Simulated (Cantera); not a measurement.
An adiabatic, constant-pressure homogeneous reactor starts with CH₄ : O₂ : N₂ : H₂O = 1 : 1.43 : 5.37 : 0.17 (molar parts), at 1475 K and 3750 Torr.

Detailed kinetics in Cantera: GRI-Mech 3.0 (53 species, 325 reactions).

Problem. Predict: time of steepest temperature rise; temperature at 2.00 s; equilibrium temperature; x(O₂) at 2.00 s; x(H₂O) at 2.00 s; x(H₂O₂) at 2.00 s.

Solution. 
```json
{
  "time_of_steepest_temperature_rise": "0.537 ms",
  "temperature at 2.00 s": "2788 K",
  "equilibrium_temperature": "2788 K",
  "x(O₂) at 2.00 s": "0.000919 (gas-phase equilibrium 0.000919)",
  "x(H₂O) at 2.00 s": "0.186 (gas-phase equilibrium 0.186)",
  "x(H₂O₂) at 2.00 s": "1.55e-7 (gas-phase equilibrium 1.55e-7)"
}
```
